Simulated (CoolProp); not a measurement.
Saturation properties of tetrahydrofuran.

Computed with CoolProp (reference Helmholtz-energy equation of state, Fiedler 2023).

| T (K) | p (MPa) | liquid density (kg/m³) | vapour density (kg/m³) | enthalpy of vaporisation (kJ/kg) |
|---|---|---|---|---|
| 413.9 | 0.6997 | 741.6 | 16.58 | 352.5 |
| 418.6 | (withheld) | 735.0 | 18.22 | 347.7 |
| 423.3 | (withheld) | 728.3 | 19.99 | 342.8 |
| 428 | 0.9266 | (withheld) | 21.89 | 337.7 |
| 432.6 | (withheld) | 714.7 | 23.90 | 332.7 |
| 437.3 | 1.104 | 707.6 | (withheld) | 327.3 |
| 442 | 1.202 | 700.4 | 28.49 | 321.7 |
| 446.7 | 1.307 | 693.0 | 31.06 | 316.0 |
| 451.3 | 1.416 | 685.5 | 33.77 | 310.2 |
| 456 | 1.534 | 677.8 | 36.76 | 304.1 |
| 460.7 | 1.660 | 669.7 | 40.00 | 297.7 |
| 465.4 | 1.793 | 661.5 | (withheld) | 291.0 |

Task: Fill in the missing entries.

Result: 
- 418.6, p (MPa): 0.7701
- 423.3, p (MPa): 0.8457
- 428, liquid density (kg/m³): 721.5
- 432.6, p (MPa): 1.011
- 437.3, vapour density (kg/m³): 26.11
- 465.4, vapour density (kg/m³): 43.50

It boils at 339.1 K under 1 atm.
